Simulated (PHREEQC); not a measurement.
Solution (25 °C): 0.13 mol CdCl2 and 3.4e-05 mol FeSO4 per kg of water. Closed to the air; pH follows from the charge balance.

The numbers come from PHREEQC with the ion-association model, wateq4f.dat.

This is a speciation only: nothing precipitates in the calculation.

Q: Estimate the pH, ionic strength.

A: pH 5.34; ionic strength 0.148 mol/kgw.

Q: In which forms is Fe present?

A: Fe+2 94 %, FeCl+ 5.6 % of the Fe.
